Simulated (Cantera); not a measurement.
A perfectly stirred reactor is fed with C3H8 : H2 = 1 : 13 (molar parts), at 20.0 Torr; it is held at 1875 K, and followed from long to short residence time.

Detailed kinetics in Cantera: GRI-Mech 3.0 (53 species, 325 reactions). GRI-Mech 3.0 was tuned for natural gas; its chemistry of propane as a main component is partial and can be far from experiment. GRI-Mech 3.0 stops at C3 and has no aromatics, soot or wall deposition, so with more carbon than oxygen in the feed, carbon stays in small species such as C2H2 where larger ones or solid carbon would form. Radical loss at walls, strong at low pressure, is not modelled.

What does this change do: H2 13 to 2 parts?


```json
[
 {"quantity": "x(C3H8) at τ = 20.0 s", "before": "7.53e-8", "after": "2.31e-7"},
 {"quantity": "x(H2) at τ = 20.0 s", "before": "0.907", "after": "0.745"},
 {"quantity": "x(CH3) at τ = 20.0 s", "before": "0.000138", "after": "0.000229"},
 {"quantity": "x(H) at τ = 20.0 s", "before": "0.00381", "after": "0.00345"},
 {"quantity": "x(C2H) at τ = 20.0 s", "before": "4.35e-6", "after": "1.37e-5"},
 {"quantity": "x(C3H8) at τ = 55.0 ms", "before": "2.83e-5", "after": "8.79e-5"},
 {"quantity": "x(H2) at τ = 55.0 ms", "before": "0.891", "after": "0.710"},
 {"quantity": "x(CH3) at τ = 55.0 ms", "before": "0.00230", "after": "0.00440"},
 {"quantity": "x(H) at τ = 55.0 ms", "before": "0.00376", "after": "0.00342"},
 {"quantity": "x(C2H) at τ = 55.0 ms", "before": "3.77e-6", "after": "1.34e-5"}
]
```
